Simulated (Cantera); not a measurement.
An isothermal, constant-pressure homogeneous reactor starts with 8.30 % H2, 21.8 % O2, 69.9 % N2, at 950 K and 10.00 Torr.

Model: GRI-Mech 3.0 (53 species, 325 reactions), integrated in Cantera. Radical loss at walls, strong at low pressure, is not modelled. The temperature is held fixed by assumption; the heat of reaction is taken as removed at once.

x: mole fraction; the columns are a selection and need not sum to one.

```json
[
 {"t (s)": "2.00e-5", "x H2": "0.0830", "x O2": "0.218", "x H2O": "<1e-12", "x OH": "<1e-12", "x NO": "<1e-12", "x H2O2": "<1e-12", "x N2O": "<1e-12"},
 {"t (s)": "7.19e-5", "x H2": "0.0830", "x O2": "0.218", "x H2O": "<1e-12", "x OH": "<1e-12", "x NO": "<1e-12", "x H2O2": "<1e-12", "x N2O": "<1e-12"},
 {"t (s)": "0.000258", "x H2": "0.0830", "x O2": "0.218", "x H2O": "1.13e-12", "x OH": "<1e-12", "x NO": "<1e-12", "x H2O2": "<1e-12", "x N2O": "<1e-12"},
 {"t (s)": "0.000928", "x H2": "0.0830", "x O2": "0.218", "x H2O": "2.90e-11", "x OH": "5.36e-12", "x NO": "<1e-12", "x H2O2": "<1e-12", "x N2O": "<1e-12"},
 {"t (s)": "0.00334", "x H2": "0.0830", "x O2": "0.218", "x H2O": "2.01e-9", "x OH": "1.80e-10", "x NO": "<1e-12", "x H2O2": "<1e-12", "x N2O": "<1e-12"},
 {"t (s)": "0.0120", "x H2": "0.0827", "x O2": "0.218", "x H2O": "…", "x OH": "…", "x NO": "<1e-12", "x H2O2": "9.87e-10", "x N2O": "<1e-12"},
 {"t (s)": "0.0431", "x H2": "0.00257", "x O2": "0.183", "x H2O": "0.0767", "x OH": "0.000983", "x NO": "5.69e-7", "x H2O2": "6.97e-8", "x N2O": "1.78e-9"},
 {"t (s)": "0.155", "x H2": "…", "x O2": "0.184", "x H2O": "0.0862", "x OH": "…", "x NO": "6.68e-7", "x H2O2": "…", "x N2O": "…"},
 {"t (s)": "0.557", "x H2": "9.35e-6", "x O2": "0.184", "x H2O": "0.0865", "x OH": "4.11e-5", "x NO": "6.66e-7", "x H2O2": "4.50e-8", "x N2O": "3.64e-9"},
 {"t (s)": "2.00", "x H2": "6.86e-7", "x O2": "0.185", "x H2O": "0.0866", "x OH": "1.28e-5", "x NO": "6.63e-7", "x H2O2": "1.44e-8", "x N2O": "3.75e-9"}
]
```

Problem. Complete the blanks.

Solution. 
- 0.0120, x H2O: 0.000160
- 0.0120, x OH: 1.35e-5
- 0.155, x H2: 0.000188
- 0.155, x OH: 0.000202
- 0.155, x H2O2: 9.38e-8
- 0.155, x N2O: 3.21e-9
